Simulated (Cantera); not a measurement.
A closed system holds: 1 mol Ta₂O₅, 0.54 mol CH₄, 0.63 mol CO, equilibrated at 2098 K and 750 Torr.

Method: chemical equilibrium by Gibbs-energy minimisation in Cantera with the NASA 1993 tables (ideal gas, pure condensed phases). Candidate condensed phases: C, C₆H₆, C₇H₈, C₈H₁₈, H₂O, Ta, TaC, Ta₂O₅; 113 gas species. Mutual solubility and eutectic melting of coexisting phases are not modelled. TaC: taken at fixed stoichiometry. Condensed phases not in the tables: Ta₂C. Rates play no part.

Base state: H₂ 0.510, CO 0.483, H₂O 0.00406, H 0.00220, CO₂ 0.000778 (mole fractions); condensed: TaC(s) + Ta₂O₅(l).

Question: What changes in the equilibrium state with this change: Ta₂O₅ replaced by SiO₂?

Answer: 
```csv
species,before,after
CO,0.483,0.419
H₂,0.510,0.385
SiO,0,0.194
H₂O,0.00406,0.000612
CO₂,0.000778,0.000135
H,0.00220,0.00191
"TaC(s), mol",0.157,0
"Ta₂O₅(l), mol",0.921,0
"SiO₂(l), mol",0,0.458
```
The tables hold silica as quartz up to 1696 K and as liquid above; real silica turns to tridymite and cristobalite and melts near 1996 K. Further candidate phases: Si, SiC, SiO₂.

Question: What changes in the equilibrium state with this change: pressure from 750 Torr to 5550 Torr?

Answer: 
```csv
species,before,after
H₂,0.510,0.509
CO,0.483,0.482
H₂O,0.00406,0.00717
H,0.00220,0.000807
CH₄,4.24e-7,1.30e-5
CO₂,0.000778,0.00138
"TaC(s), mol",0.157,0.159
"Ta₂O₅(l), mol",0.921,0.920
```

Question: What changes in the equilibrium state with this change: temperature from 2098 K to 1773.15 K?

Answer: 
```json
[
 {"species": "H₂", "before": "0.510", "after": "0.513"},
 {"species": "CO", "before": "0.483", "after": "0.483"},
 {"species": "H₂O", "before": "0.00406", "after": "0.00316"},
 {"species": "H", "before": "0.00220", "after": "0.000204"},
 {"species": "CO₂", "before": "0.000778", "after": "0.000801"},
 {"species": "TaC(s), mol", "before": "0.157", "after": "0.157"},
 {"species": "Ta₂O₅(l), mol", "before": "0.921", "after": "0"},
 {"species": "Ta₂O₅(s), mol", "before": "0", "after": "0.922"}
]
```
